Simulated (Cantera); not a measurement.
Cantera run:

```python
import numpy as np
import cantera as ct

gas_names = """
    TiCL4 H2 HCL
""".split()
cond_names = """
    TiCL3(s)
""".split()


# ... load() reads the species with a 1 bar reference pressure and builds the phases ...
species = {s.name: s for s in load("nasa_gas.yaml", gas_names) + load("nasa_condensed.yaml", cond_names)}
# Each term lists the table entries of one substance; the one whose range holds T is used.
reactions = {
    '2 TiCl4(g) + H2(g) = 2 TiCl3 + 2 HCl(g)':
        [(-2, ['TiCL4']), (-1, ['H2']), (2, ['TiCL3(s)']), (2, ['HCL'])],
}


def pick(names, T):
    return next(species[n] for n in names if species[n].thermo.min_temp <= T <= species[n].thermo.max_temp)


results = []
for label, terms in reactions.items():
    print(label)
    print("     T/K   dH/kJ  dS/(J/K)   dG/kJ   log10 K")
    for T in [725, 775, 825, 875, 925]:
        used = [(nu, pick(names, T)) for nu, names in terms]
        dH = sum(nu * s.thermo.h(T) for nu, s in used) / 1e6
        dS = sum(nu * s.thermo.s(T) for nu, s in used) / 1e3
        dG = dH - T * dS / 1e3
        logK = -dG * 1e6 / (ct.gas_constant * T * np.log(10))
        results.append((label, T, dH, dS, dG, logK, [s.name for _, s in used]))
        print(f"{T:8g} {dH:8.1f} {dS:8.1f} {dG:8.1f} {logK:8.2f}")
```

It prints:

```
2 TiCl4(g) + H2(g) = 2 TiCl3 + 2 HCl(g)
     T/K   dH/kJ  dS/(J/K)   dG/kJ   log10 K
     725    -90.6   -163.7     28.0    -2.02
     775    -89.3   -161.8     36.2    -2.44
     825    -87.8   -160.1     44.2    -2.80
     875    -86.4   -158.4     52.2    -3.11
     925    -84.9   -156.7     60.1    -3.39
```

Source: NASA polynomial tables (part measured, part estimated), evaluated in Cantera. Condensed species are held in their standard states even where they would react or evaporate.
